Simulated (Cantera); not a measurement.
An isothermal, constant-pressure homogeneous reactor starts with H2 : O2 : N2 = 0.71 : 1 : 0.57 (molar parts), equivalence ratio 0.35, at 900 K and 1.00 bar. Integrator tolerance rtol = 1e-08.

Computed with Cantera and the H2/O2 subset of GRI-Mech 3.0, which has no nitrogen chemistry. Below about 950 K walls govern HO2 and H2O2 in real vessels. The temperature is held fixed by assumption; the heat of reaction is taken as removed at once.

Question: What does this change do: temperature 900 to 798 K?

Answer: 
```json
[
 {"quantity": "x(H2) at 90.0 s", "before": "2.61e-5 (gas-phase equilibrium 2.05e-12)", "after": "0.140 (gas-phase equilibrium <1e-12)"},
 {"quantity": "x(O2) at 90.0 s", "before": "0.335 (gas-phase equilibrium 0.335)", "after": "0.381 (gas-phase equilibrium 0.335)"},
 {"quantity": "x(O) at 90.0 s", "before": "7.69e-12 (gas-phase equilibrium 3.14e-12)", "after": "4.08e-10 (gas-phase equilibrium <1e-12)"},
 {"quantity": "x(H2O2) at 90.0 s", "before": "1.27e-8 (gas-phase equilibrium 1.45e-10)", "after": "0.00167 (gas-phase equilibrium 2.38e-11)"},
 {"quantity": "x(H2O) at 90.0 s", "before": "0.369 (gas-phase equilibrium 0.369)", "after": "0.202 (gas-phase equilibrium 0.369)"},
 {"quantity": "x(HO2) at 90.0 s", "before": "1.48e-7 (gas-phase equilibrium 4.30e-10)", "after": "1.14e-5 (gas-phase equilibrium 4.44e-11)"},
 {"quantity": "x(H) at 90.0 s", "before": "<1e-12 (gas-phase equilibrium <1e-12)", "after": "1.35e-9 (gas-phase equilibrium <1e-12)"}
]
```
